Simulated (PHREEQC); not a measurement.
Consider water at 20 °C with 0.0084 mol/kgw NH4Cl, 0.14 mol/kgw K2HPO4 and 0.015 mol/kgw NaCl. Closed to the air; pH follows from the charge balance.

The numbers come from PHREEQC with the ion-association model, phreeqc.dat.

Each row changes one thing in this solution. No solid was allowed to form.

| case | pH | ionic strength (mol/kgw) | HPO4-2 (mol/kgw) | Na+ (mol/kgw) | H2PO4- (mol/kgw) | NaHPO4- (mol/kgw) | SI of Halite (NaCl) |
|---|---|---|---|---|---|---|---|
| as made | 8.75 | 0.412 | 0.124 | 0.0142 | 0.00120 | 0.000817 | -5.36 |
| K2HPO4 replaced by NaH2PO4 at the same molality | 4.42 | 0.164 | 0.000526 | 0.155 | 0.139 | ? | -4.26 |
| K2HPO4 from 0.14 to 0.126 mol/kgw | 8.74 | 0.374 | ? | 0.0142 | 0.00115 | 0.000765 | -5.36 |
| 0.0023 mol/kgw H2SO4 added | ? | 0.410 | 0.121 | 0.0142 | 0.00490 | 0.000797 | -5.36 |
| temperature from 20 to 55 °C | 8.30 | 0.411 | 0.124 | 0.0143 | 0.00268 | 0.000751 | -5.41 |
| NaCl from 0.015 to 0.03 mol/kgw | 8.75 | 0.426 | ? | 0.0284 | 0.00119 | 0.00161 | -4.85 |
| diluted 2-fold with water | 8.79 | 0.211 | 0.0642 | 0.00723 | 0.000680 | 0.000268 | -5.91 |
| NH4Cl left out | 9.09 | 0.406 | 0.124 | 0.0142 | 0.000560 | 0.000822 | -5.56 |

Problem. Some entries are withheld; supply them.

Solution. 
- K2HPO4 replaced by NaH2PO4 at the same molality, NaHPO4- (mol/kgw): 5.11e-5
- K2HPO4 from 0.14 to 0.126 mol/kgw, HPO4-2 (mol/kgw): 0.112
- 0.0023 mol/kgw H2SO4 added, pH: 8.13
- NaCl from 0.015 to 0.03 mol/kgw, HPO4-2 (mol/kgw): 0.123

At this temperature some constants are extrapolated from 25 °C, and those without enthalpy data are left unchanged.
